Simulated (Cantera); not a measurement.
# Pyrogenic steam for wet oxidation

An isothermal, constant-pressure homogeneous reactor starts with 15.3 % H₂, 13.9 % O₂, 70.8 % N₂, at 875 K and 34000 Pa.

Detailed kinetics in Cantera: the H2/O2 subset of GRI-Mech 3.0, which has no nitrogen chemistry. Below about 950 K walls govern HO2 and H2O2 in real vessels. The temperature is held fixed by assumption; the heat of reaction is taken as removed at once.

| t (s) | x H₂ | x O₂ | x H₂O₂ | x H₂O | x HO₂ |
|---|---|---|---|---|---|
| 3.00e-5 | 0.153 | 0.139 | <1e-12 | <1e-12 | 3.91e-12 |
| 7.91e-5 | 0.153 | 0.139 | <1e-12 | 4.54e-12 | 1.34e-11 |
| 0.000209 | 0.153 | 0.139 | <1e-12 | 3.65e-11 | 5.80e-11 |
| 0.000551 | 0.153 | 0.139 | <1e-12 | 3.15e-10 | 3.54e-10 |
| 0.00145 | 0.153 | 0.139 | 1.06e-11 | 3.90e-9 | 3.74e-9 |
| 0.00383 | 0.153 | 0.139 | 9.09e-10 | 2.14e-7 | 1.95e-7 |
| 0.0101 | 0.0676 | 0.0991 | 8.86e-6 | 0.0922 | 5.54e-5 |
| 0.0267 | 0.0667 | 0.0987 | 4.43e-5 | 0.0932 | 1.08e-5 |
| 0.0704 | 0.0666 | 0.0987 | 5.31e-5 | 0.0932 | 9.26e-6 |
| 0.186 | 0.0665 | 0.0986 | 7.79e-5 | 0.0934 | 1.11e-5 |
| 0.490 | 0.0657 | 0.0982 | 0.000172 | 0.0941 | 1.59e-5 |
| 1.29 | 0.0608 | 0.0958 | 0.000363 | 0.0993 | 2.15e-5 |
| 3.41 | 0.0456 | 0.0887 | 0.000347 | 0.116 | 2.01e-5 |
| 9.00 | 0.0199 | 0.0768 | 0.000221 | 0.144 | 1.53e-5 |
x: mole fraction; the columns are a selection and need not sum to one.

Equilibrium at this temperature and pressure: H₂ 1.37e-12, O₂ 0.0677, H₂O₂ 1.14e-11, H₂O 0.165, HO₂ 3.98e-11 (gas phase only).
